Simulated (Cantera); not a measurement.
A closed system holds: 1 mol SiH₄, 1 mol HCl, a varied amount of H₂, 0.27 mol C₃H₈, equilibrated at 2348.15 K and 0.0133 bar.

Equilibrium computed with Cantera from the NASA thermochemical tables; the gas is ideal and each condensed phase is pure. Candidate condensed phases: C, C₆H₆, C₇H₈, C₈H₁₈, Si, SiC; 109 gas species. The tables' values for SiCl are old estimates; treat these amounts as uncertain. Gases not in the tables: Si₂H₆ and higher silanes. Equilibrium is a limit: real reactors are often held back by kinetics, nucleation or transport.

x: gas mole fraction; n: condensed amount in mol.

```tsv
n(H₂) (mol)	x H₂	x H	x HCl	x Si	x Cl	n SiC(s)	n C(graphite)
8.6	0.805	0.0960	0.0635	0.0188	0.00543	0.610	0
16	0.830	0.0975	?	0.0174	?	?	?
22	0.839	0.0981	0.0317	0.0174	0.00266	0.293	0.0501
29	0.846	0.0985	0.0251	0.0174	0.00210	0.112	0.104
36	0.852	0.0988	?	0.0164	?	0	0.110
43	0.858	0.0991	0.0179	0.0143	0.00148	0	0.0391
50	0.863	0.0994	0.0157	0.0127	0.00129	0	0
```

**Question.** What belongs in the gaps?

**Answer.** 
- 36, x HCl: 0.0209
- 36, x Cl: 0.00173
- 16, x HCl: 0.0410
- 16, x Cl: 0.00345
- 16, n SiC(s): 0.448
- 16, n C(graphite): 0.00517
